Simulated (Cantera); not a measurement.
**Titanium nitride, carbide and oxide coatings: Ti(OiPr)4 + H2**

Feed: 1 mol Ti(OiPr)4, 1.2 mol H2, at 10.0 mbar.

Cantera equilibrium calculation (NASA polynomials, part measured and part estimated; ideal gas, pure solids and liquids). Candidate condensed phases: C, C6H6, C7H8, C8H18, H2O, Ti, TiC, TiO, TiO2, Ti2O3, Ti3O5, Ti4O7; 113 gas species. The feed counts by its element totals alone. Mutual solubility and eutectic melting of coexisting phases are not modelled. TiC: taken at fixed stoichiometry. The numbers say what is thermodynamically allowed, not how fast it happens.

At 1200 K the condensed part is C(graphite) + TiC(s) + Ti3O5(s). From 1275 K to 1650 K the condensed part is C(graphite) + TiC(s).

| T (K) | x H2 | x CO | x H | x CH4 | x C2H2 (acetylene) | x H2O | x CO2 | x CH3 | n C(graphite) | n TiC(s) | n Ti3O5(s) |
|---|---|---|---|---|---|---|---|---|---|---|---|
| 1200 | 0.858 | 0.142 | 1.83e-6 | 0.000116 | 8.81e-8 | 3.17e-5 | 3.82e-6 | 4.72e-9 | 9.37 | 0.112 | 0.296 |
| 1275 | 0.792 | 0.208 | 6.56e-6 | 5.81e-5 | 3.04e-7 | 1.92e-5 | 3.04e-6 | 9.39e-9 | 7.00 | 1.00 | 0 |
| 1350 | 0.792 | 0.208 | 2.12e-5 | 3.61e-5 | 9.80e-7 | 9.45e-6 | 1.27e-6 | 1.92e-8 | 7.00 | 1.00 | 0 |
| 1425 | 0.792 | 0.208 | 6.07e-5 | 2.36e-5 | 2.79e-6 | 5.01e-6 | 5.80e-7 | 3.64e-8 | 7.00 | 1.00 | 0 |
| 1500 | 0.791 | 0.208 | 0.000157 | 1.61e-5 | 7.14e-6 | 2.83e-6 | 2.88e-7 | 6.45e-8 | 7.00 | 1.00 | 0 |
| 1575 | 0.791 | 0.208 | 0.000370 | 1.14e-5 | 1.67e-5 | 1.69e-6 | 1.53e-7 | 1.08e-7 | 7.00 | 1.00 | 0 |
| 1650 | 0.791 | 0.208 | 0.000808 | 8.31e-6 | 3.61e-5 | 1.06e-6 | 8.69e-8 | 1.73e-7 | 7.00 | 1.00 | 0 |
x: gas mole fraction; n: condensed amount in mol.
